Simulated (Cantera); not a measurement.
An isothermal, constant-pressure homogeneous reactor starts with NO : N2 = 1 : 0.17 (molar parts), at 2100 K and 0.133 bar.

Computed with Cantera and GRI-Mech 3.0 (53 species, 325 reactions).

One state of this run: x NO = 0.371; x NO2 = 0.000212; x N2O = 4.56e-5; x O = 0.00193; x O2 = 0.240; x N2 = 0.387. x: mole fraction; the columns are a selection and need not sum to one.

Question: Which value of t (s) does it belong to?
(A) 0.230
(B) 0.703
(C) 2.15
(D) 0.000285

Answer: B, 0.703
